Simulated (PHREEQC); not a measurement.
Consider water at 25 °C with 0.73 mol Ni(NO3)2 and 0.00099 mol NaOH per kg of water. Closed to the air; pH follows from the charge balance.

The numbers come from PHREEQC with the ion-association model, wateq4f.dat.

Question: The ionic strength comes out as 2.19 mol/kgw. What activity coefficients do Ni+2, NiOH+, Na+, NO3- get?

Answer: Ni+2 1.3, NiOH+ 1.1, Na+ 0.81, NO3- 0.49.

Precipitation was switched off in this run. The solution is supersaturated, for example in Ni(OH)2, so a real one may precipitate; this is no full list. The ionic strength is past about 0.7 mol/kgw, beyond the range of this activity model, so the values are rough.
